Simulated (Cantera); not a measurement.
MgO + SO3 + O2 + CH4 (roasting and sulfation)

A closed system holds: 1 mol MgO, 0.17 mol SO3, 0.11 mol O2, 0.34 mol CH4, equilibrated at 1 atm.

Method: chemical equilibrium by Gibbs-energy minimisation in Cantera with the NASA 1993 tables (ideal gas, pure condensed phases). Candidate condensed phases: C, C6H6, C7H8, C8H18, H2O, H2SO4, Mg, MgCO3, MgO, Mg(OH)2, MgS, MgSO4, S; 130 gas species. Kinetics and transport are ignored.

From 1202 °C to 1552 °C the condensed part is MgO(s). The main Mg-bearing gas is Mg(OH)2 throughout.

```csv
T (°C),log p H2O,log p H2,log p CO,log p H2S,log p CO2,log p S2,n MgO(s)
1202,-0.55,-0.59,-0.64,-0.89,-1.00,-1.81,1.00
1252,-0.55,-0.59,-0.63,-0.92,-1.02,-1.69,1.00
1302,-0.54,-0.58,-0.63,-0.97,-1.05,-1.60,1.00
1352,-0.54,-0.57,-0.62,-1.02,-1.08,-1.52,1.00
1402,-0.54,-0.57,-0.61,-1.07,-1.10,-1.46,1.000
1452,-0.53,-0.56,-0.61,-1.12,-1.13,-1.42,1.000
1502,-0.53,-0.55,-0.60,-1.17,-1.16,-1.38,1.000
1552,-0.53,-0.54,-0.60,-1.22,-1.18,-1.36,1.000
```
log p: log10 of the partial pressure in bar; n: condensed amount in mol.
